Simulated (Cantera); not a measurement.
## Premixed flame

A freely propagating, adiabatic, planar premixed flame of 37.1 % H2, 13.2 % O2, 44.9 % N2, 4.82 % H2O, equivalence ratio 1.4, unburnt at 350 K and 5400 Torr; multicomponent+Soret transport, grid criteria slope 0.08 and curve 0.16, no radiation.

Computed with Cantera and the H2/O2 subset of GRI-Mech 3.0, which has no nitrogen chemistry. The hydrogen kinetics of GRI-Mech 3.0 are dated; newer H2 mechanisms differ, most at raised pressure. Burning velocities carry a grid error of a few per cent, more on coarse grids.

```
z (mm)    T (K)  u (m/s)   x H2      x O2   x H2O       x O      x OH      x H
--------  -----  -------  -----  --------  ------  --------  --------  -------
-0.0841     350     2.97  0.371     0.132  0.0482     <1e-8     <1e-8    <1e-8
-0.0561     350     2.97  0.370     0.132  0.0482     <1e-8     <1e-8    <1e-8
-0.0421     350     2.96  0.369     0.133  0.0484     <1e-8     <1e-8    <1e-8
-0.0280     353     2.95  0.360     0.135  0.0491   7.05e-8   1.51e-8    <1e-8
-0.0140     458     3.55  0.302     0.144  0.0591   5.71e-6   2.14e-5  2.10e-6
-0.00701    829     6.24  0.259     0.130  0.0984  0.000172  0.000896  0.00111
0          1292     9.66  0.211    0.0955   0.171   0.00121   0.00214  0.00901
0.00701    1613     12.0  0.162    0.0562   0.244   0.00247   0.00432   0.0202
0.0140     1800     13.4  0.131    0.0289   0.293   0.00268   0.00665   0.0271
0.0280     1979     14.7  0.109   0.00820   0.331   0.00207   0.00883   0.0279
0.0561     2115     15.6  0.106   0.00214   0.346   0.00117   0.00825   0.0206
0.112      2212     16.3  0.108  0.000834   0.354  0.000508   0.00602   0.0129
0.224      2274     16.7  0.109  0.000298   0.359  0.000179   0.00380  0.00744
```
x: mole fraction of selected species; z is measured from the peak of heat release.

```json
{
  "laminar_burning_velocity": "297 cm/s",
  "thermal_thickness": "0.0280 mm",
  "peak x(O)": "0.00270",
  "peak x(OH)": "0.00896",
  "peak x(H)": "0.0289",
  "grid_points": "116"
}
```
